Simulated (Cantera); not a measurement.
Feed: 1 mol SiH₄, 0.62 mol N₂, 5.9 mol H₂, equilibrated at 1873 K and 1000 Pa.

These are equilibrium values from Cantera (NASA tables, ideal gas, pure condensed phases), not measurements of a reactor. Candidate condensed phases: Si, Si₃N₄; 18 gas species. Gases not in the tables: Si₂H₆ and higher silanes. Rates play no part.

Base state: H₂ 0.920, N₂ 0.0725, H 0.00619, Si 0.000882, SiH 7.88e-5, SiH₂ 4.51e-5, Si₂N 1.27e-5 (mole fractions); condensed: Si(l).

Problem. What changes in the equilibrium state with this change: temperature from 1873 K to 998.15 K?

Solution. 
```json
[
 {"species": "H₂", "before": "0.920", "after": "1.00"},
 {"species": "H", "before": "0.00619", "after": "2.16e-8"},
 {"species": "N₂", "before": "0.0725", "after": "1.50e-9"},
 {"species": "Si", "before": "0.000882", "after": "<1e-9"},
 {"species": "SiH", "before": "7.88e-5", "after": "<1e-9"},
 {"species": "SiH₂", "before": "4.51e-5", "after": "<1e-9"},
 {"species": "Si₂N", "before": "1.27e-5", "after": "<1e-9"},
 {"species": "Si(l), mol", "before": "0.991", "after": "0"},
 {"species": "Si(s), mol", "before": "0", "after": "0.0700"},
 {"species": "Si₃N₄(s), mol", "before": "0", "after": "0.310"}
]
```
N₂ is the only nitrogen source here; it is nearly inert below about 1500 K, so the nitride shown seldom forms there in practice.
